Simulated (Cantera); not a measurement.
## Silicon oxide and oxynitride deposition: SiH4 + H2O

Input: 1 mol SiH4, a varied amount of H2O, held at 1750 °C and 0.133 bar.

Method: chemical equilibrium by Gibbs-energy minimisation in Cantera with the NASA 1993 tables (ideal gas, pure condensed phases). Candidate condensed phases: H2O, Si, SiO2; 18 gas species. The tables hold silica as quartz up to 1696 K and as liquid above; real silica turns to tridymite and cristobalite and melts near 1996 K. Gases not in the tables: Si(OH)4. Equilibrium is a limit: real reactors are often held back by kinetics, nucleation or transport.

From 1.5 mol H2O to 9.1 mol H2O the condensed part is SiO2(l).

```csv
n(H2O) (mol),log p H2,log p H2O,log p SiO,log p H,log p OH,log p O,n SiO2(l)
1.5,-0.94,-3.16,-1.76,-3.19,-6.40,-8.79,0.479
1.9,-0.90,-2.64,-2.25,-3.17,-5.89,-8.30,0.830
2.3,-0.92,-1.98,-2.92,-3.18,-5.23,-7.63,0.961
2.8,-0.96,-1.65,-3.30,-3.20,-4.87,-7.25,0.982
3.4,-1.01,-1.46,-3.54,-3.23,-4.66,-7.01,0.988
4.1,-1.06,-1.34,-3.71,-3.25,-4.51,-6.84,0.991
5,-1.12,-1.24,-3.87,-3.28,-4.39,-6.69,0.993
6.1,-1.18,-1.17,-4.00,-3.31,-4.28,-6.55,0.994
7.5,-1.25,-1.11,-4.13,-3.35,-4.19,-6.42,0.995
9.1,-1.32,-1.07,-4.24,-3.38,-4.11,-6.31,0.995
```
log p: log10 of the partial pressure in bar; n: condensed amount in mol.
